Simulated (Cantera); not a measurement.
What does this Cantera script print?

```python
import numpy as np
import cantera as ct

gas = ct.Solution("gri30.yaml")
gas.TPX = 1700, 34000, {'CH4': 1, 'C2H6': 0.052, 'O2': 3.7, 'N2': 13.9}
reactor = ct.IdealGasConstPressureReactor(gas, energy="on", clone=False)
net = ct.ReactorNet([reactor])
net.rtol, net.atol = 1e-08, 1e-16
show = ['CH4', 'C2H6', 'O2', 'CH3', 'HCN', 'NO2', 'CO']
times = np.geomspace(3e-06, 0.2, 12)

steps = ct.SolutionArray(gas, extra=["t"])
rows = []
print(f"{'t/s':>10s}{'T/K':>9s}{'P/Pa':>11s}" + "".join(f"{s:>11s}" for s in show))
for t in times:
    while net.time < t:
        t_next = net.step()
        steps.append(gas.state, t=t_next)
    rows.append([np.interp(t, steps.t, y) for y in (steps.T, steps.P, *steps(*show).X.T)])
    print(f"{t:10.3e}{rows[-1][0]:9.1f}{rows[-1][1]:11.4g}" + "".join(f"{x:11.3e}" for x in rows[-1][2:]))
rate = np.gradient(steps.T, steps.t)
print("integrator steps:", len(steps.t))
if steps.T.max() > steps.T[0] + 200:
    print(f"time of steepest temperature rise: {steps.t[rate.argmax()]:.4e} s")
gas.TPX = 1700, 34000, {'CH4': 1, 'C2H6': 0.052, 'O2': 3.7, 'N2': 13.9}
gas.equilibrate("HP")
print(f"equilibrium (HP): T = {gas.T:.1f} K  " + "  ".join(f"{s} {gas[s].X[0]:.3e}" for s in show))
```

Output:

```
       t/s      T/K       P/Pa        CH4       C2H6         O2        CH3        HCN        NO2         CO
 3.000e-06   1699.5    3.4e+04  5.361e-02  2.741e-03  1.984e-01  9.471e-05  1.600e-15  5.258e-20  4.256e-09
 8.235e-06   1698.8    3.4e+04  5.359e-02  2.659e-03  1.983e-01  2.572e-04  1.540e-14  5.961e-18  1.187e-07
 2.260e-05   1696.9    3.4e+04  5.349e-02  2.440e-03  1.982e-01  6.899e-04  2.838e-13  7.964e-16  3.418e-06
 6.205e-05   1695.7    3.4e+04  5.227e-02  1.872e-03  1.973e-01  1.829e-03  2.823e-11  1.307e-13  1.429e-04
 1.703e-04   1932.4    3.4e+04  2.120e-02  1.121e-04  1.593e-01  4.361e-03  1.141e-07  4.525e-10  2.157e-02
 4.675e-04   2355.5    3.4e+04  2.212e-18  2.085e-34  8.091e-02  5.173e-17  1.725e-12  1.750e-08  2.098e-02
 1.283e-03   2493.5    3.4e+04  2.813e-18  1.271e-34  8.037e-02  5.089e-17  4.525e-12  1.625e-07  1.723e-02
 3.523e-03   2567.6    3.4e+04  3.783e-18  1.129e-34  7.914e-02  5.644e-17  1.146e-11  8.516e-07  1.442e-02
 9.670e-03   2566.4    3.4e+04  3.814e-18  1.110e-34  7.695e-02  5.539e-17  1.951e-11  2.249e-06  1.415e-02
 2.654e-02   2560.9    3.4e+04  3.774e-18  1.088e-34  7.448e-02  5.370e-17  2.744e-11  3.795e-06  1.400e-02
 7.286e-02   2559.5    3.4e+04  3.764e-18  1.082e-34  7.385e-02  5.327e-17  2.932e-11  4.182e-06  1.396e-02
 2.000e-01   2559.5    3.4e+04  3.764e-18  1.082e-34  7.384e-02  5.327e-17  2.934e-11  4.186e-06  1.396e-02
integrator steps: 1547
time of steepest temperature rise: 1.8566e-04 s
equilibrium (HP): T = 2559.5 K  CH4 5.455e-18  C2H6 2.181e-34  O2 7.384e-02  CH3 7.719e-17  HCN 2.934e-11  NO2 4.186e-06  CO 1.396e-02
```

Computed with Cantera and GRI-Mech 3.0 (53 species, 325 reactions).
